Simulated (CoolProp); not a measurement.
A Linde-Hampson liquefier for ethane: isothermal reversible compression at 320 K from 1 atm to 40 MPa, throttling to 1 atm, return gas leaving the recuperator 10 K below the feed. Each further row changes one setting.

Values from CoolProp's reference Helmholtz-energy equation of state, Bücker 2006.

```csv
case,liquid yield per pass,compression work (kJ/kg of gas)
as stated,___,414
high pressure 80 MPa,___,___
warm-end temperature 350 K,___,___
warm-end gap 15 K,___,414
```

Problem. Fill in the missing entries.

Solution. 
- as stated, liquid yield per pass: 0.446
- high pressure 80 MPa, liquid yield per pass: 0.395
- high pressure 80 MPa, compression work (kJ/kg of gas): 499
- warm-end temperature 350 K, liquid yield per pass: 0.376
- warm-end temperature 350 K, compression work (kJ/kg of gas): 482
- warm-end gap 15 K, liquid yield per pass: 0.439
